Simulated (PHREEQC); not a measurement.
## Acid mine or pickling water (model solution)

Synthetic water in mg/kgw, 25 °C, pH 4.18: Na 824; K 758; Ca 85.4; Mg 746; Cl 235; S(6) as SO4 5600; Li 0.293; B 2.31.

Valence states are taken as typed.

Computed with PHREEQC (Pitzer model, pitzer.dat).

No solid was allowed to form.

Question: What specific conductance, density, osmotic coefficient does the model give?

Answer: specific conductance 10800 µS/cm; density 1.005 g/cm³; osmotic coefficient 0.739.
